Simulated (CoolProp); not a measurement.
Model: reference Helmholtz-energy equation of state, Thol 2017, in CoolProp.

Give the vapour pressure (kPa), vapour density (kg/m³), liquid cp (kJ/(kg K)) of saturated octamethyltrisiloxane (MDM) at 455.8 K.


```json
[
 {"T (K)": "455.8", "p (kPa)": "209", "vapour density (kg/m³)": "14.9", "liquid cp (kJ/(kg K))": "2.20"}
]
```
